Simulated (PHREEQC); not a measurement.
Acid mine or pickling water (model solution)

Model water analysis in mg/L, 25 °C, pH 2.23, pe 10.2:

| constituent | mg/L |
|---|---|
| Na | 1630 |
| K | 123 |
| Ca | 119 |
| Mg | 77 |
| Cl | 285 |
| S(6) as SO4 | 4210 |
| F | 5.7 |
| Br | 3 |
| Zn | 62.5 |

Cl is adjusted to close the charge balance.
Valence states are taken as typed.

Model: ion-association model, phreeqc.dat, run in PHREEQC.

This is a speciation only: nothing precipitates in the calculation.

Estimate the ionic strength.

ionic strength 0.119 mol/kgw.

In which forms is Na present?

Na+ 95 %, NaSO4- 4.9 % of the Na.
